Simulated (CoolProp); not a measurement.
A simple Rankine cycle with p-xylene: condensing at 330.15 K, boiler at 0.802 MPa, turbine inlet 512.1 K, turbine efficiency 0.75, pump efficiency 0.8, no recuperator. Each further row changes one setting.

Values from CoolProp's reference Helmholtz-energy equation of state, Zhou 2012.

```tsv
case	thermal efficiency (%)	net work (kJ/kg)	heat in (kJ/kg)	turbine exit temperature (K)	volume ratio over the turbine
as stated	18.9	123	653	428.4	138
turbine inlet 532.1 K	18.7	130	…	449.9	134
condensing temperature 322.15 K	19.8	132	668	423.2	197
boiler pressure 0.561 MPa	17.8	118	663	…	90.9
turbine efficiency 0.65	…	107	653	438.2	141
```

Task: What belongs in the gaps?

Result: 
- turbine inlet 532.1 K, heat in (kJ/kg): 697
- boiler pressure 0.561 MPa, turbine exit temperature (K): 437.6
- turbine efficiency 0.65, thermal efficiency (%): 16.4
